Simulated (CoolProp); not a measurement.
Vapour-liquid equilibrium of R134a (1) + R124 (2) at 221 kPa; x and y are mole fractions of (1).

The numbers come from the multi-fluid Helmholtz-energy mixture model, Tillner-Roth 1994 and de Vries 1995; pair parameters Bell 2016 in CoolProp.

Give the bubble temperature and the first vapour's composition at x = 0.2, 0.5, 0.95. Is there an azeotrope?

x = 0.2: 276.5 K, y = 0.319; x = 0.5: 271.2 K, y = 0.635; x = 0.95: 266.1 K, y = 0.965. No azeotrope shows between x = 0.05 and 0.95.

Pair parameters are fitted to limited data, so mixtures are less certain than the pure fluids.
